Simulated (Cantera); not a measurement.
Charge: 1 mol AlN, 0.91 mol H₂O, 1.9 mol H₂, held at 3.30 Pa.

These are equilibrium values from Cantera (NASA tables, ideal gas, pure condensed phases), not measurements of a reactor. Candidate condensed phases: Al, AlN, Al₂O₃, H₂O; 35 gas species. The tables' values for AlOH are old estimates; treat these amounts as uncertain. Rates play no part. All values below are at 1725 °C.

Base state: H₂ 0.575, H 0.212, N₂ 0.121, Al 0.0762, Al₂O 0.0144, H₂O 0.000349, AlOH 0.000307, AlO 0.000209 (mole fractions); condensed: Al₂O₃(s).

Problem. What changes in the equilibrium state with this change: H₂O from 0.91 to 0.79 mol?

Solution. 
| species | before | after |
|---|---|---|
| H₂ | 0.575 | 0.557 |
| H | 0.212 | 0.208 |
| N₂ | 0.121 | 0.123 |
| Al | 0.0762 | 0.0918 |
| Al₂O | 0.0144 | 0.0185 |
| AlH | 9.32e-5 | 0.000111 |
| H₂O | 0.000349 | 0.000298 |
| OH | 1.28e-5 | 1.11e-5 |
| AlO | 0.000209 | 0.000222 |
| AlOH | 0.000307 | 0.000322 |
| Al₂O₃(s), mol | 0.282 | 0.237 |

Problem. What changes in the equilibrium state with this change: H₂O from 0.91 to 0.11 mol?

Solution. 
| species | before | after |
|---|---|---|
| H₂ | 0.575 | 0.443 |
| Al | 0.0762 | 0.208 |
| H | 0.212 | 0.186 |
| Al₂O | 0.0144 | 0.0289 |
| N₂ | 0.121 | 0.133 |
| H₂O | 0.000349 | 7.21e-5 |
| OH | 1.28e-5 | 3.01e-6 |
| Al₂O₃(s), mol | 0.282 | 0 |
